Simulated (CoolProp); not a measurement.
R245ca at several states: Z from the reference equation and from simpler models built on Tc = 174.4 °C, pc = 3.941 MPa, ω = 0.355; each cubic takes its own stable root.

Computed with CoolProp (reference Helmholtz-energy equation of state, Zhou 2016).

```tsv
T (°C)	p (MPa)	phase	reference	van der Waals	Redlich-Kwong	Soave-Redlich-Kwong	Peng-Robinson
48.35	4.27	liquid	0.1598	0.2589	(withheld)	0.1726	0.1528
12.15	0.0262	gas	0.9886	0.9944	0.9921	0.9907	0.9903
82.65	0.793	liquid	0.02924	(withheld)	0.8517	0.03223	(withheld)
77.05	6.9	liquid	0.2493	0.3934	0.2827	(withheld)	0.2387
```

**Question.** Some entries are withheld; supply them.

**Answer.** 
- 48.35, Redlich-Kwong: 0.1815
- 82.65, van der Waals: 0.8853
- 82.65, Peng-Robinson: 0.02841
- 77.05, Soave-Redlich-Kwong: 0.2695

At some of these states van der Waals, Redlich-Kwong gives the other phase, because its saturation line lies elsewhere.
